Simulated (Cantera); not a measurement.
Low-pressure radical oxidation in H2/O2

An isothermal, constant-pressure homogeneous reactor starts with H2 : O2 = 0.016 : 1 (molar parts), equivalence ratio 0.0080, at 1400 K and 1100 Pa.

Cantera simulation using GRI-Mech 3.0 (53 species, 325 reactions); the numbers are that mechanism's predictions, not measurements. Radical loss at walls, strong at low pressure, is not modelled.

| t (s) | x H2 | x O2 | x H | x HO2 | x OH | x H2O2 |
|---|---|---|---|---|---|---|
| 1.00e-5 | 0.0157 | 0.984 | 2.46e-9 | 2.99e-9 | 5.42e-10 | <1e-12 |
| 3.32e-5 | 0.0157 | 0.984 | 5.65e-9 | 9.94e-9 | 4.50e-9 | <1e-12 |
| 0.000110 | 0.0157 | 0.984 | 1.05e-8 | 3.30e-8 | 2.73e-8 | 8.52e-12 |
| 0.000367 | 0.0157 | 0.984 | 3.53e-8 | 1.10e-7 | 1.78e-7 | 8.85e-11 |
| 0.00122 | 0.0157 | 0.984 | 1.06e-6 | 3.65e-7 | 6.39e-6 | 8.09e-10 |
| 0.00405 | 0.00109 | 0.971 | 0.000986 | 7.12e-7 | 0.00326 | 2.66e-8 |
| 0.0135 | 9.34e-5 | 0.970 | 0.000664 | 5.22e-7 | 0.00203 | 1.32e-8 |
| 0.0447 | 8.69e-5 | 0.971 | 0.000592 | 5.04e-7 | 0.00196 | 1.30e-8 |
| 0.149 | 6.92e-5 | 0.974 | 0.000415 | 4.51e-7 | 0.00175 | 1.21e-8 |
| 0.494 | 3.70e-5 | 0.978 | 0.000158 | 3.24e-7 | 0.00128 | 9.65e-9 |
| 1.64 | 1.01e-5 | 0.982 | 2.21e-5 | 1.49e-7 | 0.000673 | 5.29e-9 |
| 5.45 | 1.63e-6 | 0.984 | 1.40e-6 | 4.57e-8 | 0.000270 | 1.77e-9 |
| 18.1 | 2.48e-7 | 0.984 | 8.34e-8 | 2.66e-8 | 0.000106 | 4.49e-10 |
| 60.2 | 7.64e-8 | 0.984 | 1.42e-8 | 3.58e-8 | 5.86e-5 | 1.95e-10 |
| 200 | 6.93e-8 | 0.984 | 1.23e-8 | 3.71e-8 | 5.58e-5 | 1.84e-10 |
x: mole fraction; the columns are a selection and need not sum to one.

Equilibrium at this temperature and pressure: H2 6.93e-8, O2 0.984, H 1.23e-8, HO2 3.71e-8, OH 5.58e-5, H2O2 1.84e-10 (gas phase only).
